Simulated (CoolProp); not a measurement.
Vapour-liquid equilibrium of n-butane (1) + R245fa (2) at 343.3 K; x and y are mole fractions of (1).

Values from CoolProp's multi-fluid Helmholtz-energy mixture model, Bücker 2006 and Akasaka 2015; pair parameters Bell 2016.

```tsv
x	bubble pressure (MPa)	y at the bubble point	dew pressure at overall composition x (MPa)	liquid density (mol/L)
0.05	0.7070	0.155	0.6401	8.912
0.125	0.8172	0.299	0.6868	8.809
0.2	0.8955	0.390	0.7390	8.713
0.275	0.9497	0.451	0.7971	8.627
0.35	0.9862	0.497	0.8606	8.555
0.425	1.010	0.534	0.9270	8.501
0.5	1.025	0.566	0.9884	8.468
0.575	1.032	0.596	1.028	8.458
0.65	1.032	0.629	1.028	8.473
0.725	1.023	0.666	0.9953	8.514
0.8	1.001	0.714	0.9481	8.580
0.875	0.9597	0.783	0.8963	8.669
0.95	0.8867	0.889	0.8449	8.779
```

y crosses x between x = 0.575 and 0.65: the model has an azeotrope there.

Pair parameters are fitted to limited data, so mixtures are less certain than the pure fluids.
